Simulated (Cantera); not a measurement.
**NO annealing gas**

An isothermal, constant-pressure homogeneous reactor starts with 4.76 % NO, 95.2 % N₂, at 2048 K and 16000 Pa.

Detailed kinetics in Cantera: GRI-Mech 3.0 (53 species, 325 reactions).

```csv
t (s),x NO,x NO₂,x N₂,x O,x O₂,x N₂O
0.000100,0.0476,2.57e-10,0.952,6.05e-8,4.35e-11,5.77e-8
0.000262,0.0476,1.52e-9,0.952,1.64e-7,3.04e-10,1.45e-7
0.000684,0.0476,7.66e-9,0.952,4.64e-7,2.20e-9,3.39e-7
0.00179,0.0476,3.15e-8,0.952,1.41e-6,1.70e-8,6.81e-7
0.00468,0.0476,1.12e-7,0.952,4.41e-6,1.40e-7,1.01e-6
0.0122,0.0476,3.40e-7,0.952,1.29e-5,1.15e-6,1.10e-6
0.0320,0.0476,8.75e-7,0.952,3.33e-5,9.01e-6,1.10e-6
0.0837,0.0474,1.68e-6,0.952,6.55e-5,6.13e-5,1.08e-6
0.219,0.0470,2.13e-6,0.953,8.43e-5,0.000280,1.06e-6
0.572,0.0456,2.60e-6,0.953,0.000104,0.000933,1.00e-6
1.50,0.0417,3.44e-6,0.955,0.000148,0.00290,8.34e-7
3.91,0.0303,3.98e-6,0.961,0.000231,0.00856,4.61e-7
10.2,0.0110,2.06e-6,0.971,0.000327,0.0182,1.20e-7
26.8,0.00335,6.90e-7,0.974,0.000357,0.0219,7.90e-8
70.0,0.00315,6.50e-7,0.974,0.000358,0.0220,7.86e-8
```
x: mole fraction; the columns are a selection and need not sum to one.

Equilibrium at this temperature and pressure: NO 0.00315, NO₂ 6.50e-7, N₂ 0.974, O 0.000358, O₂ 0.0220, N₂O 7.86e-8 (gas phase only).
